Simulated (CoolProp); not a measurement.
Vapour pressure (bar) of the fluoroketone C6F12O (FK-5-1-12): the reference equation beside estimates from Tc = 168.7 °C, pc = 18.69 bar, ω = 0.471. Clausius-Clapeyron is anchored at 47.35 °C with a constant enthalpy of vaporisation of 27.96 kJ/mol.

Values from CoolProp's reference Helmholtz-energy equation of state, McLinden 2015.

```json
[
 {"T (°C)": "43.65", "reference": "0.8367", "Clausius-Clapeyron": "0.8447", "Redlich-Kwong": "…"},
 {"T (°C)": "47.35", "reference": "0.9548", "Clausius-Clapeyron": "0.9548", "Redlich-Kwong": "2.193"},
 {"T (°C)": "50.95", "reference": "1.082", "Clausius-Clapeyron": "1.073", "Redlich-Kwong": "2.398"},
 {"T (°C)": "54.65", "reference": "1.226", "Clausius-Clapeyron": "1.206", "Redlich-Kwong": "2.622"},
 {"T (°C)": "58.25", "reference": "1.379", "Clausius-Clapeyron": "1.348", "Redlich-Kwong": "2.854"},
 {"T (°C)": "61.95", "reference": "1.553", "Clausius-Clapeyron": "1.508", "Redlich-Kwong": "3.107"},
 {"T (°C)": "65.55", "reference": "…", "Clausius-Clapeyron": "1.678", "Redlich-Kwong": "3.367"},
 {"T (°C)": "69.25", "reference": "1.943", "Clausius-Clapeyron": "1.868", "Redlich-Kwong": "…"},
 {"T (°C)": "72.85", "reference": "2.162", "Clausius-Clapeyron": "…", "Redlich-Kwong": "3.943"},
 {"T (°C)": "76.55", "reference": "2.406", "Clausius-Clapeyron": "2.293", "Redlich-Kwong": "…"},
 {"T (°C)": "80.15", "reference": "2.662", "Clausius-Clapeyron": "2.529", "Redlich-Kwong": "4.583"},
 {"T (°C)": "83.85", "reference": "2.947", "Clausius-Clapeyron": "2.791", "Redlich-Kwong": "…"},
 {"T (°C)": "87.45", "reference": "3.246", "Clausius-Clapeyron": "3.066", "Redlich-Kwong": "5.291"},
 {"T (°C)": "91.15", "reference": "3.577", "Clausius-Clapeyron": "3.370", "Redlich-Kwong": "5.678"},
 {"T (°C)": "94.75", "reference": "3.923", "Clausius-Clapeyron": "3.689", "Redlich-Kwong": "6.071"}
]
```

What belongs in the gaps?


- 43.65, Redlich-Kwong: 1.996
- 65.55, reference: 1.737
- 69.25, Redlich-Kwong: 3.651
- 72.85, Clausius-Clapeyron: 2.069
- 76.55, Redlich-Kwong: 4.259
- 83.85, Redlich-Kwong: 4.933

Absolute difference from the reference over all 15 rows, mean and median: Clausius-Clapeyron 3.5 and 3.9 %, Redlich-Kwong 91.2 and 87.9 %.
